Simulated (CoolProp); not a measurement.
Vapour-liquid equilibrium of propylene (1) + acetone (2) at 318.5 K; x and y are mole fractions of (1).

Model: multi-fluid Helmholtz-energy mixture model, Lemmon 2013 and Lemmon 2006; pair parameters Bell 2016, in CoolProp.

**Question.** Give the bubble pressure and the first vapour's composition at x = 0.5, 0.65, 0.8. Is there an azeotrope?

**Answer.** x = 0.5: 1224 kPa, y = 0.949; x = 0.65: 1375 kPa, y = 0.958; x = 0.8: 1533 kPa, y = 0.969. No azeotrope shows between x = 0.05 and 0.95.

Pair parameters are fitted to limited data, so mixtures are less certain than the pure fluids. The gap from Raoult's law changes sign with composition, which may be real or a fault of the pair parameters; it wasn't checked against measurements. With so large a gap from Raoult's law the liquid may split in two, which this calculation doesn't test in full.
